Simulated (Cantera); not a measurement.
Input: 1 mol C₂F₆, 0.012 mol F₂, held at 1925 K and 0.170 bar.

Cantera equilibrium calculation (NASA polynomials, part measured and part estimated; ideal gas, pure solids and liquids). Candidate condensed phases: C; 13 gas species. The feed counts by its element totals alone. Gases not in the tables: C₂F₆ and larger saturated fluorocarbons. Equilibrium is a limit: real reactors are often held back by kinetics, nucleation or transport.

Base state: CF₄ 0.981, CF₂ 0.0140, CF₃ 0.00263, F 0.00202 (mole fractions); condensed: C(graphite).

Question: What changes in the equilibrium state with this change: C₂F₆ replaced by CH₃F?

Answer: 
| species | before | after |
|---|---|---|
| HF | 0 | 0.509 |
| H₂ | 0 | 0.490 |
| H | 0 | 0.00162 |
| CF₄ | 0.981 | <1e-9 |
| CF₂ | 0.0140 | <1e-9 |
| CF₃ | 0.00263 | <1e-9 |
| C₂H₂ (acetylene) | 0 | 0.000224 |
| C(graphite), mol | 0.483 | 0.999 |
Further candidate phases: C₆H₆, C₇H₈, C₈H₁₈.
